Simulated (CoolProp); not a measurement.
Vapour-liquid equilibrium of methanol (1) + m-xylene (2) at 0.313 MPa; x and y are mole fractions of (1).

The numbers come from the multi-fluid Helmholtz-energy mixture model, de Reuck 1993 and Zhou 2012; pair parameters Bell 2016 in CoolProp.

| x | bubble temperature (K) | y at the bubble point | dew temperature at overall composition x (K) | liquid density (mol/L) |
|---|---|---|---|---|
| 0.05 | 418.1 | 0.614 | 457.2 | 7.286 |
| 0.125 | 393.3 | 0.810 | 453.0 | 7.927 |
| 0.2 | 383.9 | 0.861 | 448.7 | 8.479 |
| 0.275 | 379.8 | 0.880 | 444.1 | 9.041 |
| 0.35 | 377.7 | 0.890 | 439.3 | 9.654 |
| 0.425 | 376.6 | 0.895 | 434.0 | 10.34 |
| 0.5 | 375.9 | 0.900 | 428.2 | 11.13 |
| 0.575 | 375.2 | 0.904 | 421.8 | 12.06 |
| 0.65 | 374.4 | 0.910 | 414.4 | 13.15 |
| 0.725 | 373.5 | 0.918 | 405.6 | 14.45 |
| 0.8 | 372.5 | 0.930 | 394.9 | 16.03 |
| 0.875 | 371.3 | 0.949 | 380.9 | 17.97 |
| 0.95 | 370.1 | 0.976 | 371.3 | 20.37 |

No azeotrope shows between x = 0.05 and 0.95.

Pair parameters are fitted to limited data, so mixtures are less certain than the pure fluids. With so large a gap from Raoult's law the liquid may split in two, which this calculation doesn't test in full.
